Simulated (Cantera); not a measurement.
Source: NASA polynomial tables (part measured, part estimated), evaluated in Cantera. Values are per mole of reaction as written; species without (g) are pure solids or liquids, kept so even where they would boil at 1 bar. TaC: taken at fixed stoichiometry.

Between 300 and 2348 K, where is each reaction favourable under standard conditions?
- 2 N(g) + CO2(g) + Ta → 2 NO(g) + TaC


- 2 N(g) + CO2(g) + Ta → 2 NO(g) + TaC: ΔG° is -484 kJ at 300 K and -267 kJ at 2348 K; it stays negative (K > 1). ΔH° is -521 kJ and ΔS° -108 J/K at 2348 K.
